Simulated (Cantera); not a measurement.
An isothermal, constant-pressure homogeneous reactor starts with 1.38 % CH₂O, 0.236 % O₂, 98.4 % N₂, at 1500 K and 2.20 bar.

Cantera simulation using GRI-Mech 3.0 (53 species, 325 reactions); the numbers are that mechanism's predictions, not measurements.

x: mole fraction; the columns are a selection and need not sum to one.

| t (s) | x CH₂O | x O₂ | x H₂ | x H | x HO₂ | x C₂H₂ |
|---|---|---|---|---|---|---|
| 6.00e-6 | 0.0138 | 0.00236 | 7.04e-6 | 3.55e-7 | 8.20e-7 | <1e-12 |
| 4.30e-5 | 0.0130 | 0.00231 | [?] | [?] | [?] | <1e-12 |
| 0.000308 | 1.34e-9 | 0.000403 | 0.00910 | 0.00216 | 2.20e-7 | 8.23e-12 |
| 0.00221 | 3.37e-10 | 6.39e-8 | 0.00995 | 0.000696 | 4.05e-11 | 1.00e-12 |
| 0.0158 | 1.58e-10 | 1.24e-9 | 0.0103 | 0.000105 | <1e-12 | <1e-12 |
| 0.114 | 1.27e-10 | 2.42e-11 | 0.0104 | 1.47e-5 | <1e-12 | <1e-12 |
| 0.814 | 1.23e-10 | <1e-12 | 0.0104 | 2.30e-6 | <1e-12 | <1e-12 |
| 5.84 | 1.22e-10 | <1e-12 | 0.0104 | 1.22e-6 | <1e-12 | <1e-12 |
| 41.8 | 1.22e-10 | <1e-12 | 0.0104 | 1.22e-6 | <1e-12 | <1e-12 |
| 300 | 1.22e-10 | <1e-12 | 0.0104 | 1.22e-6 | <1e-12 | <1e-12 |

**Question.** Some entries are withheld; supply them.

**Answer.** 
- 4.30e-5, x H₂: 0.000674
- 4.30e-5, x H: 8.56e-6
- 4.30e-5, x HO₂: 2.36e-5
